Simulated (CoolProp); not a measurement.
The numbers come from the reference Helmholtz-energy equation of state, Marx 1992 in CoolProp.

### Question
For R113, give the phase and the cp (kJ/(kg K)), speed of sound (m/s) at 170.35 °C and 0.101 MPa; 203.35 °C and 0.101 MPa; 214.35 °C and 0.101 MPa.

### Answer
- 170.35 °C and 0.101 MPa: gas; cp 0.776, speed of sound 143
- 203.35 °C and 0.101 MPa: gas; cp 0.796, speed of sound 148
- 214.35 °C and 0.101 MPa: gas; cp 0.802, speed of sound 150
